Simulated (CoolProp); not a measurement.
Computed with CoolProp (reference Helmholtz-energy equation of state, Gedanitz 2015).

Question: For cyclopentane, give the phase and the Z, cp (kJ/(kg K)), speed of sound (m/s), Joule-Thomson coefficient (K/MPa) at 247.9 K and 22300 kPa; 434.9 K and 22300 kPa.

Answer: 
- 247.9 K and 22300 kPa: liquid; Z 0.946, cp 1.57, speed of sound 1580, Joule-Thomson coefficient -0.589
- 434.9 K and 22300 kPa: liquid; Z 0.681, cp 2.41, speed of sound 826, Joule-Thomson coefficient -0.213
